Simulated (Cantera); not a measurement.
A Cantera script and its output.

```python
import numpy as np
import cantera as ct

gas = ct.Solution("gri30.yaml")
gas.TPX = 1075, 42000, {'H2': 1.2, 'O2': 1, 'N2': 4.3}
inlet = ct.Reservoir(gas, clone=True)

reactor = ct.IdealGasConstPressureReactor(gas, energy="off", clone=False)
exhaust = ct.Reservoir(gas, clone=True)
tau = [3.7, 1.9, 0.96, 0.48, 0.25, 0.12, 0.063, 0.032, 0.016, 0.0082][0]
for a, b in ((inlet, reactor), (reactor, exhaust)):
    ct.MassFlowController(a, b, mdot=lambda t: reactor.mass / tau)
net = ct.ReactorNet([reactor])
show = ['H2', 'O2', 'NO2', 'HO2', 'OH', 'H2O', 'H2O2']

rows = []
print(f"{'tau/s':>10s}{'T/K':>9s}" + "".join(f"{s:>11s}" for s in show))
for tau in [3.7, 1.9, 0.96, 0.48, 0.25, 0.12, 0.063, 0.032, 0.016, 0.0082]:
    net.initial_time = 0.0
    net.advance(30 * tau)
    before = gas.X
    net.advance(40 * tau)
    drift = np.max(np.abs(gas.X - before) / (gas.X + 1e-9))
    rows.append([gas.T, *gas[show].X, drift])
    print(f"{tau:10.3e}{gas.T:9.1f}" + "".join(f"{x:11.3e}" for x in gas[show].X))
```

It prints:

```
     tau/s      T/K         H2         O2        NO2        HO2         OH        H2O       H2O2
 3.700e+00   1075.0  2.581e-04  6.790e-02  4.293e-09  6.973e-06  3.094e-05  2.031e-01  7.025e-07
 1.900e+00   1075.0  3.940e-04  6.796e-02  2.913e-09  9.599e-06  3.930e-05  2.029e-01  1.059e-06
 9.600e-01   1075.0  5.970e-04  6.804e-02  1.942e-09  1.280e-05  5.106e-05  2.027e-01  1.502e-06
 4.800e-01   1075.0  8.951e-04  6.817e-02  1.336e-09  1.648e-05  6.767e-05  2.023e-01  1.977e-06
 2.500e-01   1075.0  1.293e-03  6.834e-02  1.009e-09  2.023e-05  8.926e-05  2.019e-01  2.389e-06
 1.200e-01   1075.0  1.933e-03  6.862e-02  8.052e-10  2.461e-05  1.232e-04  2.011e-01  2.769e-06
 6.300e-02   1075.0  2.729e-03  6.896e-02  6.980e-10  2.845e-05  1.644e-04  2.002e-01  3.025e-06
 3.200e-02   1075.0  3.900e-03  6.947e-02  6.148e-10  3.236e-05  2.234e-04  1.988e-01  3.238e-06
 1.600e-02   1075.0  5.595e-03  7.022e-02  5.404e-10  3.608e-05  3.061e-04  1.968e-01  3.428e-06
 8.200e-03   1075.0  7.897e-03  7.124e-02  4.726e-10  3.934e-05  4.142e-04  1.941e-01  3.604e-06
```

Computed with Cantera and GRI-Mech 3.0 (53 species, 325 reactions). The temperature is held fixed by assumption; the heat of reaction is taken as removed at once.
